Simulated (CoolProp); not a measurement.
Values from CoolProp's reference Helmholtz-energy equation of state, Guder 2009.

Problem. Give the vapour pressure (MPa), vapour density (kg/m³), surface tension (mN/m), liquid conductivity (mW/(m K)) of saturated sulfur hexafluoride at 286.8 K.

Solution. 
```json
[
 {"T (K)": "286.8", "p (MPa)": "1.79", "vapour density (kg/m³)": "158", "surface tension (mN/m)": "2.86", "liquid conductivity (mW/(m K))": "57.0"}
]
```

Thermal conductivity comes from a separate model (Assael 2012). Surface tension comes from a separate correlation (Mulero 2012).
